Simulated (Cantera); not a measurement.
Cantera with NASA thermochemical tables; ideal gases at 1 bar, condensed phases pure. Values are per mole of reaction as written; species without (g) are pure solids or liquids, kept so even where they would boil at 1 bar.

**Question.** Between 300 and 1250 K, where is each reaction favourable under standard conditions?
- Nb + O2(g) ⇌ NbO2
- 2 Si + O2(g) ⇌ 2 SiO(g)
- 0.6667 Cr + O2(g) ⇌ 0.6667 CrO3(g)

**Answer.** 
- Nb + O2(g) ⇌ NbO2: ΔG° is -739 kJ at 300 K and -571 kJ at 1250 K; it stays negative (K > 1). ΔH° is -775 kJ and ΔS° -163 J/K at 1250 K.
- 2 Si + O2(g) ⇌ 2 SiO(g): ΔG° is -255 kJ at 300 K and -415 kJ at 1250 K; it stays negative (K > 1). ΔH° is -215 kJ and ΔS° 160 J/K at 1250 K.
- 0.6667 Cr + O2(g) ⇌ 0.6667 CrO3(g): ΔG° is -182 kJ at 300 K and -138 kJ at 1250 K; it stays negative (K > 1). ΔH° is -199 kJ and ΔS° -49 J/K at 1250 K.
